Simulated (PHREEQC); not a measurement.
Dissolve 0.0044 mol CuCl2, 4e-05 mol HCl and 0.00045 mol H3BO3 per kg of water at 25 °C. It is in equilibrium with CO2 at log p = -2 (atm). Otherwise closed; pH follows from the charge balance.

Model: ion-association model, phreeqc.dat, run in PHREEQC.

```json
[
 {"quantity": "pH", "before": "4.34", "after": "4.80"},
 {"quantity": "CuCl+ (mol/kgw)", "before": "6.58e-5", "after": "8.85e-7"},
 {"quantity": "CuHCO3+ (mol/kgw)", "before": "5.22e-6", "after": "1.87e-6"},
 {"quantity": "HCO3- (mol/kgw)", "before": "3.72e-6", "after": "1.00e-5"},
 {"quantity": "CuOH+ (mol/kgw)", "before": "6.89e-7", "after": "2.46e-7"},
 {"quantity": "Cu2(OH)2+2 (mol/kgw)", "before": "2.62e-7", "after": "2.88e-8"}
]
```

**Question.** Name the change that produced these shifts.
A) diluted 100-fold with water
B) temperature from 25 to 20 °C
C) temperature from 25 to 40 °C
D) diluted 5-fold with water
E) diluted 10-fold with water

**Answer.** E, diluted 10-fold with water

This is a speciation only: nothing precipitates in the calculation.
